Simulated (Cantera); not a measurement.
What does this Cantera script print?

```python
import numpy as np
import cantera as ct

gas = ct.Solution("gri30.yaml")
gas.TPX = 323, 110000, {'CH4': 1, 'O2': 1.82, 'N2': 6.84}
flame = ct.FreeFlame(gas, width=0.037)
flame.set_refine_criteria(ratio=3, slope=0.08, curve=0.16)
flame.transport_model = "mixture-averaged"
flame.solve(loglevel=0, auto=True)
z, T = flame.grid, flame.T
thick = (T[-1] - T[0]) / np.gradient(T, z).max()
show = ['CH4', 'O2', 'O', 'C2H2', 'CH3', 'N2O']
print(f"laminar burning velocity  {flame.velocity[0] * 100:.3f} cm/s")
print(f"burnt temperature         {T[-1]:.1f} K")
print(f"thermal thickness         {thick * 1e3:.4f} mm")
print(f"grid points               {len(z)}")
z0 = z[flame.heat_release_rate.argmax()]
print(f"{'z/mm':>9s}{'T/K':>9s}{'u/(m/s)':>9s}" + "".join(f"{s:>11s}" for s in show))
rows = []
for k in (-3, -2, -1.5, -1, -0.5, -0.25, 0, 0.25, 0.5, 1, 2, 4, 8):
    zz = z0 + k * thick
    rows.append([k * thick, np.interp(zz, z, T), np.interp(zz, z, flame.velocity),
                 *(np.interp(zz, z, flame.X[gas.species_index(s)]) for s in show)])
    print(f"{rows[-1][0] * 1e3:9.3f}{rows[-1][1]:9.1f}{rows[-1][2]:9.3f}" + "".join(f"{x:11.3e}" for x in rows[-1][3:]))
```

Output:

```
laminar burning velocity  42.315 cm/s
burnt temperature         2224.7 K
thermal thickness         0.3932 mm
grid points               150
     z/mm      T/K  u/(m/s)        CH4         O2          O       C2H2        CH3        N2O
   -1.180    323.1    0.423  1.034e-01  1.883e-01  1.587e-11  5.183e-10  7.506e-10  6.318e-14
   -0.786    324.2    0.426  1.032e-01  1.879e-01  1.839e-10  1.620e-08  1.382e-08  2.208e-12
   -0.590    331.4    0.436  1.024e-01  1.871e-01  9.709e-10  1.641e-07  8.887e-08  2.453e-11
   -0.393    406.1    0.538  9.744e-02  1.817e-01  1.725e-08  3.114e-06  1.412e-06  5.382e-10
   -0.197    907.3    1.224  6.671e-02  1.417e-01  5.596e-06  4.761e-05  2.118e-04  9.461e-09
   -0.098   1362.5    1.857  3.578e-02  9.671e-02  8.226e-05  1.263e-04  1.631e-03  2.417e-08
    0.000   1759.8    2.414  8.042e-03  4.768e-02  5.866e-04  2.233e-04  2.123e-03  4.608e-08
    0.098   1915.8    2.624  5.195e-04  2.113e-02  1.740e-03  4.548e-05  2.651e-04  6.541e-08
    0.197   1958.8    2.672  1.656e-05  1.274e-02  2.235e-03  1.719e-06  1.002e-05  7.323e-08
    0.393   2004.5    2.720  2.700e-08  8.844e-03  2.025e-03  2.555e-09  1.879e-08  7.110e-08
    0.786   2059.0    2.784  1.590e-12  6.678e-03  1.484e-03  1.793e-13  1.301e-12  6.650e-08
    1.573   2117.5    2.854  1.798e-15  4.598e-03  9.132e-04  3.190e-19  6.391e-15  6.114e-08
    3.146   2167.4    2.912  1.417e-15  2.737e-03  4.815e-04  1.192e-19  3.926e-15  5.321e-08
```

Cantera simulation using GRI-Mech 3.0 (53 species, 325 reactions); the numbers are that mechanism's predictions, not measurements. Burning velocities carry a grid error of a few per cent, more on coarse grids.
